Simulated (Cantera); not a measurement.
Cantera run:

```python
import numpy as np
import cantera as ct

gas_names = [...]  # 49 gases of nasa_gas.yaml made of B, Cl, H, N, O
cond_names = """
    B(b) B(L) BN(s) B2O3(L) B3O3H3(cr) H2O(s) H2O(L) NH4CL(a) NH4CL(b)
""".split()


# ... load() reads the species with a 1 bar reference pressure and builds the phases ...
atoms = {
    'BN': {'B': 1, 'N': 1},
    'Cl2': {'CL': 2},
    'H2': {'H': 2},
    'O2': {'O': 2},
}
top_T = {'BN(s)': 3200}  # K; cautious upper limits of use, not melting points


# ... equilibrate(T, P, feed) seeds the gas with the atoms and calls Mixture.equilibrate('TP', solver="vcs", rtol=1e-11, max_steps=5000) ...
results = []
T = 750  # K
P = 3.3  # Pa
for m in [0.25, 0.29, 0.34, 0.4, 0.46, 0.53, 0.62, 0.72, 0.84, 0.97, 1.1, 1.3, 1.5]:
    feed = {'BN': 1, 'Cl2': 28, 'H2': 81, 'O2': m}  # mol
    mix = equilibrate(T, P, feed)
    results.append((T, P, feed, dict(zip(mix.species_names, mix.species_moles))))

top = {s: max(r[3][s] / sum(r[3][g] for g in gas_names) for r in results) for s in gas_names}
cols = sorted((s for s in top if top[s] > 0.0001), key=lambda s: -top[s])[:5]
seen = [c for c in cond_names if any(r[3].get(c, 0) > 1e-12 for r in results)]
print("log10 of partial pressures in bar; condensed amounts in mol")
print(f"{'n(O2)':>10s}" + "".join(f"{s[:9]:>10s}" for s in cols + seen))
for T, P, feed, n in results:
    ng = sum(n[g] for g in gas_names)
    print(f"{feed['O2']:10.4g}" + "".join(f"{np.log10(max(n[s] / ng * P / 1e5, 1e-99)):10.3f}" for s in cols)
          + "".join(f"{n.get(c, 0):10.4g}" for c in seen))
```

Result:

```
log10 of partial pressures in bar; condensed amounts in mol
     n(O2)       HCL        H2       H2O        N2     BN(s)   B2O3(L)
      0.25    -4.771    -4.795    -9.226    -7.299     0.668     0.166
      0.29    -4.771    -4.795    -9.204    -7.235    0.6147    0.1926
      0.34    -4.772    -4.796    -9.181    -7.166    0.5481    0.2259
       0.4    -4.772    -4.796    -9.158    -7.095    0.4682    0.2659
      0.46    -4.772    -4.796    -9.138    -7.035    0.3883    0.3059
      0.53    -4.772    -4.796    -9.118    -6.973     0.295    0.3525
      0.62    -4.772    -4.796    -9.095    -6.905    0.1751    0.4124
      0.72    -4.773    -4.797    -9.074    -6.840   0.04186    0.4791
      0.84    -4.773    -4.798    -7.266    -6.822         0       0.5
      0.97    -4.773    -4.800    -6.877    -6.822         0       0.5
       1.1    -4.773    -4.802    -6.676    -6.822         0    0.4999
       1.3    -4.773    -4.806    -6.480    -6.822         0    0.4999
       1.5    -4.773    -4.809    -6.345    -6.822         0    0.4998
```

Method: chemical equilibrium by Gibbs-energy minimisation in Cantera with the NASA 1993 tables (ideal gas, pure condensed phases).
